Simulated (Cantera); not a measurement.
An isothermal, constant-pressure homogeneous reactor starts with 5.30 % H2, 94.7 % O2, at 1450 K and 5.10 Torr.

Cantera simulation using the H2/O2 subset of GRI-Mech 3.0, which has no nitrogen chemistry; the numbers are that mechanism's predictions, not measurements. Radical loss at walls, strong at low pressure, is not modelled. The temperature is held fixed by assumption; the heat of reaction is taken as removed at once.

x: mole fraction; the columns are a selection and need not sum to one.

```csv
t (s),x H2,x O2,x HO2,x H2O2,x H
1.00e-5,0.0530,0.947,1.17e-8,<1e-12,1.02e-8
3.63e-5,0.0530,0.947,4.24e-8,1.05e-11,2.88e-8
0.000132,0.0530,0.947,1.54e-7,1.35e-10,8.76e-8
0.000479,0.0530,0.947,?,?,?
0.00174,0.0283,0.927,8.73e-7,3.20e-8,0.00478
0.00632,0.000935,0.902,8.79e-7,2.36e-8,0.00591
0.0230,0.000896,0.904,8.68e-7,2.34e-8,0.00551
0.0835,0.000771,0.910,8.26e-7,2.26e-8,0.00430
0.303,0.000465,0.925,6.78e-7,1.94e-8,0.00192
1.10,0.000127,0.939,3.47e-7,1.14e-8,0.000262
4.00,?,0.944,?,?,?
```

Complete the blanks.


- 0.000479, x HO2: 5.57e-7
- 0.000479, x H2O2: 1.62e-9
- 0.000479, x H: 1.28e-6
- 4.00, x H2: 1.68e-5
- 4.00, x HO2: 9.75e-8
- 4.00, x H2O2: 3.96e-9
- 4.00, x H: 1.23e-5
